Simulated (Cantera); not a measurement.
A Cantera script and its output.

```python
import numpy as np
import cantera as ct

gas = ct.Solution("h2o2.yaml")
gas.TPX = 1248, 3300, {'H2': 0.01, 'O2': 1, 'N2': 3.6}
inlet = ct.Reservoir(gas, clone=True)

reactor = ct.IdealGasConstPressureReactor(gas, energy="off", clone=False)
exhaust = ct.Reservoir(gas, clone=True)
tau = [0.47, 0.28, 0.16, 0.096, 0.056, 0.033, 0.019, 0.011, 0.0067, 0.0039][0]
for a, b in ((inlet, reactor), (reactor, exhaust)):
    ct.MassFlowController(a, b, mdot=lambda t: reactor.mass / tau)
net = ct.ReactorNet([reactor])
show = ['H2', 'O2', 'HO2', 'OH', 'H2O2', 'H2O']

rows = []
print(f"{'tau/s':>10s}{'T/K':>9s}" + "".join(f"{s:>11s}" for s in show))
for tau in [0.47, 0.28, 0.16, 0.096, 0.056, 0.033, 0.019, 0.011, 0.0067, 0.0039]:
    net.initial_time = 0.0
    net.advance(30 * tau)
    before = gas.X
    net.advance(40 * tau)
    drift = np.max(np.abs(gas.X - before) / (gas.X + 1e-9))
    rows.append([gas.T, *gas[show].X, drift])
    print(f"{tau:10.3e}{gas.T:9.1f}" + "".join(f"{x:11.3e}" for x in gas[show].X))
```

Result:

```
     tau/s      T/K         H2         O2        HO2         OH       H2O2        H2O
 4.700e-01   1248.0  2.211e-05  2.157e-01  2.733e-07  1.285e-04  6.699e-09  2.075e-03
 2.800e-01   1248.0  3.025e-05  2.156e-01  3.152e-07  1.484e-04  7.676e-09  2.052e-03
 1.600e-01   1248.0  4.317e-05  2.154e-01  3.629e-07  1.723e-04  8.881e-09  2.021e-03
 9.600e-02   1248.0  6.085e-05  2.154e-01  4.085e-07  1.966e-04  1.021e-08  1.985e-03
 5.600e-02   1248.0  8.927e-05  2.153e-01  4.589e-07  2.254e-04  1.200e-08  1.934e-03
 3.300e-02   1248.0  1.326e-04  2.152e-01  5.108e-07  2.575e-04  1.428e-08  1.867e-03
 1.900e-02   1248.0  2.033e-04  2.152e-01  5.664e-07  2.948e-04  1.732e-08  1.770e-03
 1.100e-02   1248.0  3.132e-04  2.153e-01  6.192e-07  3.329e-04  2.086e-08  1.635e-03
 6.700e-03   1248.0  4.645e-04  2.154e-01  6.590e-07  3.625e-04  2.401e-08  1.466e-03
 3.900e-03   1248.0  7.115e-04  2.156e-01  6.831e-07  3.762e-04  2.602e-08  1.215e-03
```

Cantera simulation using the H2/O2 subset of GRI-Mech 3.0, which has no nitrogen chemistry; the numbers are that mechanism's predictions, not measurements. Radical loss at walls, strong at low pressure, is not modelled.
